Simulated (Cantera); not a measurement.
Reactions in the system C-H-Na-S

Standard-state values (1 bar) from the NASA 1993 polynomials, evaluated with Cantera. Values are per mole of reaction as written; species without (g) are pure solids or liquids, kept so even where they would boil at 1 bar.

C3H8(g) + 6 Na2S = 4 H2(g) + 12 Na + 3 CS2(g)

```tsv
T (K)	ΔH° (kJ)	ΔS° (J/K)	ΔG° (kJ)	log10 K	condensed phases
300	2652.2	1004.6	2350.8	-409.30	Na2S(s), Na(s)
473	2689.7	1105.2	2166.9	-239.29	Na2S(s), Na(l)
573	2690.5	1106.9	2056.3	-187.44	Na2S(s), Na(l)
673	2688.6	1103.9	1945.7	-151.01	Na2S(s), Na(l)
773	2684.4	1098.2	1835.6	-124.03	Na2S(s), Na(l)
873	2678.4	1090.8	1726.1	-103.28	Na2S(s), Na(l)
973	2670.8	1082.6	1617.4	-86.83	Na2S(s), Na(l)
1073	2660.7	1072.8	1509.6	-73.49	Na2S(s), Na(l)
1173	2635.2	1050.2	1403.3	-62.49	Na2S(s), Na(l)
1273	2577.2	1003.0	1300.4	-53.36	Na2S(s), Na(l)
1373	2528.9	966.2	1202.3	-45.74	Na2S(s), Na(l)
```
